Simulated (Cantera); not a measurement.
**MgSO4 + H2 (calcination and drying)**

Input: 1 mol MgSO4, 0.39 mol H2, at 1.33 mbar.

Cantera equilibrium calculation (NASA polynomials, part measured and part estimated; ideal gas, pure solids and liquids). Candidate condensed phases: H2O, H2SO4, Mg, MgO, Mg(OH)2, MgS, MgSO4, S; 26 gas species. Kinetics and transport are ignored.

| T (K) | x SO2 | x H2O | x O2 | x SO3 | x OH | x O | n MgO(s) | n MgSO4(s) |
|---|---|---|---|---|---|---|---|---|
| 773 | 0.500 | 0.500 | <1e-12 | 1.92e-7 | 2.75e-12 | <1e-12 | 0.390 | 0.610 |
| 848 | 0.500 | 0.500 | 1.16e-9 | 9.27e-6 | 3.50e-10 | <1e-12 | 0.390 | 0.610 |
| 923 | 0.500 | 0.500 | 7.07e-6 | 0.000234 | 2.01e-8 | <1e-12 | 0.390 | 0.610 |
| 998 | 0.504 | 0.482 | 0.0111 | 0.00358 | 6.08e-7 | 4.26e-10 | 0.411 | 0.589 |
| 1073 | 0.585 | 0.231 | 0.177 | 0.00731 | 3.31e-6 | 1.43e-8 | 1.00 | 0 |
| 1148 | 0.587 | 0.230 | 0.178 | 0.00362 | 1.09e-5 | 9.18e-8 | 1.00 | 0 |
| 1223 | 0.589 | 0.230 | 0.179 | 0.00195 | 3.10e-5 | 4.68e-7 | 1.00 | 0 |
| 1298 | 0.589 | 0.230 | 0.179 | 0.00113 | 7.83e-5 | 1.98e-6 | 1.00 | 0 |
| 1373 | 0.589 | 0.230 | 0.180 | 0.000694 | 0.000178 | 7.15e-6 | 1.00 | 0 |
| 1448 | 0.590 | 0.230 | 0.180 | 0.000449 | 0.000374 | 2.26e-5 | 1.00 | 0 |
| 1523 | 0.590 | 0.230 | 0.180 | 0.000304 | 0.000727 | 6.40e-5 | 1.00 | 0 |
x: gas mole fraction; n: condensed amount in mol.

From 773 K to 998 K the condensed part is MgO(s) + MgSO4(s). From 1073 K to 1523 K the condensed part is MgO(s).
